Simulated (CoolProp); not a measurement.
R13 along the isotherm 60.85 °C: fugacity coefficient from the reference equation and from simpler models built on Tc = 29.9 °C, pc = 3.973 MPa, ω = 0.175; each cubic takes its own stable root.

Model: reference Helmholtz-energy equation of state, Platzer 1990, in CoolProp. This equation is an older, rougher fit; its heat capacities, sound speeds and derivatives of the liquid may be far off and weren't checked against measurements.

```json
[
 {"p (MPa)": "0.397", "phase": "gas", "reference": "0.9758"},
 {"p (MPa)": "0.795", "phase": "gas", "reference": "0.9517"},
 {"p (MPa)": "1.19", "phase": "gas", "reference": "0.9279"},
 {"p (MPa)": "1.59", "phase": "gas", "reference": "0.9041"},
 {"p (MPa)": "1.99", "phase": "gas", "reference": "0.8804"},
 {"p (MPa)": "2.38", "phase": "gas", "reference": "0.8574"},
 {"p (MPa)": "2.78", "phase": "gas", "reference": "0.8341"},
 {"p (MPa)": "3.18", "phase": "gas", "reference": "0.8108"},
 {"p (MPa)": "3.58", "phase": "gas", "reference": "0.7877"},
 {"p (MPa)": "3.97", "phase": "gas", "reference": "0.7652"},
 {"p (MPa)": "4.37", "phase": "supercritical", "reference": "0.7423"},
 {"p (MPa)": "4.77", "phase": "supercritical", "reference": "0.7195"},
 {"p (MPa)": "5.17", "phase": "supercritical", "reference": "0.6968"},
 {"p (MPa)": "5.56", "phase": "supercritical", "reference": "0.6749"},
 {"p (MPa)": "5.96", "phase": "supercritical", "reference": "0.6527"}
]
```

**Question.** How far does each simpler model (Redlich-Kwong, Peng-Robinson) lie from the reference over these 15 states: mean and median of the absolute difference, and the worst?

**Answer.** 
- Redlich-Kwong: mean 0.8 %, median 0.9 %, worst -1.4 % at 60.85 °C and 5.96 MPa
- Peng-Robinson: mean 2.3 %, median 2.5 %, worst -3.4 % at 60.85 °C and 5.96 MPa
